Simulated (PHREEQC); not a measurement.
Solution (20 °C): 0.28 mol H2SO4, 0.126 mol KCl and 0.162 mol NaCl per kg of water. Closed to the air; pH follows from the charge balance.

Model: Pitzer model, pitzer.dat, run in PHREEQC.

Precipitation was switched off in this run.

Q: Estimate the pH.

A: pH 0.53.

Q: In which forms is S present?

A: HSO4- 71 %, SO4-2 29 % of the S.

Complexes and solids missing from the database can't appear.
